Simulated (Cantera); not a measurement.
Input: 1 mol Si3N4, 0.058 mol N2O, 13 mol N2, at 375 Torr.

Cantera equilibrium calculation (NASA polynomials, part measured and part estimated; ideal gas, pure solids and liquids). Candidate condensed phases: Si, SiO2, Si2N2O, Si3N4; 16 gas species. The tables' values for SiN are old estimates; treat these amounts as uncertain. The numbers say what is thermodynamically allowed, not how fast it happens. All values below are at 1850 °C.

Base state: N2 0.996, SiO 0.00384, Si 0.000340, Si2N 5.58e-5, SiN 4.74e-5 (mole fractions); condensed: Si(l).

Task: What changes in the equilibrium state with this change: 0.017 mol NH3 added?

Result: 
```tsv
species	before	after
N2	0.996	0.994
SiO	0.00384	0.00383
H2	0	0.00158
H	0	0.000202
SiN	4.74e-5	4.73e-5
Si2N	5.58e-5	5.57e-5
Si	0.000340	0.000340
Si(l), mol	2.93	2.93
```
Further candidate phases: H2O.

Task: What changes in the equilibrium state with this change: pressure from 375 Torr to 100 Torr?

Result: 
```csv
species,before,after
N2,0.996,0.995
SiO,0.00384,0.00383
Si,0.000340,0.00128
Si2N,5.58e-5,0.000108
Si2,4.65e-6,1.75e-5
SiN,4.74e-5,9.17e-5
"Si(l), mol",2.93,2.92
```
